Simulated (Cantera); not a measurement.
An isothermal, constant-pressure homogeneous reactor starts with CH4 : H2 = 0.015 : 1 (molar parts), at 1600 K and 20.0 Torr. Integrator tolerance rtol = 1e-08.

Model: GRI-Mech 3.0 (53 species, 325 reactions), integrated in Cantera. GRI-Mech 3.0 stops at C3 and has no aromatics, soot or wall deposition, so with more carbon than oxygen in the feed, carbon stays in small species such as C2H2 where larger ones or solid carbon would form. Radical loss at walls, strong at low pressure, is not modelled.

```tsv
quantity	before	after
x(CH4) at 20.0 s	0.00400 (gas-phase equilibrium 0.000676)	0.00452 (gas-phase equilibrium 0.000342)
x(H2) at 20.0 s	0.990 (gas-phase equilibrium 0.992)	0.990 (gas-phase equilibrium 0.992)
x(C2H2) at 20.0 s	0.00528 (gas-phase equilibrium 0.00692)	0.00502 (gas-phase equilibrium 0.00710)
x(C2H4) at 20.0 s	1.62e-5 (gas-phase equilibrium 2.02e-5)	8.64e-6 (gas-phase equilibrium 1.04e-5)
x(C2H) at 20.0 s	5.83e-9 (gas-phase equilibrium 7.83e-9)	7.73e-9 (gas-phase equilibrium 1.13e-8)
x(CH3) at 20.0 s	2.67e-5 (gas-phase equilibrium 4.62e-6)	4.20e-5 (gas-phase equilibrium 3.31e-6)
```

What was changed between the two runs?
A) temperature 1600 to 2498 K
B) temperature 1600 to 2000 K
C) pressure from 20.0 Torr to 10.00 Torr
D) temperature 1600 to 1850 K

C, pressure from 20.0 Torr to 10.00 Torr
